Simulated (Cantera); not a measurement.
A perfectly stirred reactor is fed with CH4 : H2 : O2 : N2 = 1 : 0.069 : 3.77 : 14.2 (molar parts), at 225 Torr; it is adiabatic with a 500 K inlet, and is followed from long to short residence time, starting on the burning branch (τ in s: 0.037, 0.016, 0.0068, 0.0029, 0.0013, 0.00054, 0.00023, 9.9e-05, 4.2e-05).

Computed with Cantera and GRI-Mech 3.0 (53 species, 325 reactions).

Q: Predict: blow-out, bracketed by the residence times tried; x(CH4) at τ = 37.0 ms; x(H2) at τ = 37.0 ms; x(O2) at τ = 37.0 ms; x(HO2) at τ = 37.0 ms; x(NO) at τ = 37.0 ms; x(CH4) at τ = 1.30 ms; x(H2) at τ = 1.30 ms; x(O2) at τ = 1.30 ms; x(HO2) at τ = 1.30 ms; x(NO) at τ = 1.30 ms.

A: 
```
Item                                                                            Result
------------------------------------------------  ------------------------------------
blow-out, bracketed by the residence times tried  burning at 0.540 ms, out at 0.230 ms
x(CH4) at τ = 37.0 ms                                                          3.05e-5
x(H2) at τ = 37.0 ms                                                          0.000609
x(O2) at τ = 37.0 ms                                                            0.0911
x(HO2) at τ = 37.0 ms                                                          3.56e-6
x(NO) at τ = 37.0 ms                                                           7.15e-6
x(CH4) at τ = 1.30 ms                                                         0.000397
x(H2) at τ = 1.30 ms                                                           0.00307
x(O2) at τ = 1.30 ms                                                            0.0955
x(HO2) at τ = 1.30 ms                                                          1.73e-5
x(NO) at τ = 1.30 ms                                                           3.32e-6
```
